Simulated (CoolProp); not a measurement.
A single-stage vapour-compression cycle with carbonyl sulfide: evaporating at 195.15 K (dew point), condensing at 263.15 K (bubble point), superheat 10 K, subcooling 8 K, compressor efficiency 0.65, no pressure losses. Each further row changes one setting.

The numbers come from the reference Helmholtz-energy equation of state, Lemmon 2006 in CoolProp. It is a short technical equation, of lower accuracy than the large ones.

| case | cooling COP | pressure ratio | discharge temperature (K) | refrigerating effect (kJ/kg) | volumetric capacity (kJ/m³) |
|---|---|---|---|---|---|
| as stated | 1.41 | 21.1 | 467.4 | 261 | 210 |
| evaporating temperature 200.15 K | 1.61 | 15.6 | 445.0 | 264 | 281 |
| condensing temperature 258.15 K | 1.55 | 17.9 | 450.7 | 267 | 215 |
| subcooling 13 K | 1.45 | 21.1 | 467.4 | 267 | 215 |
| superheat 20 K | 1.38 | 21.1 | 485.0 | 267 | 204 |
| compressor efficiency 0.55 | 1.19 | 21.1 | 508.5 | 261 | 210 |
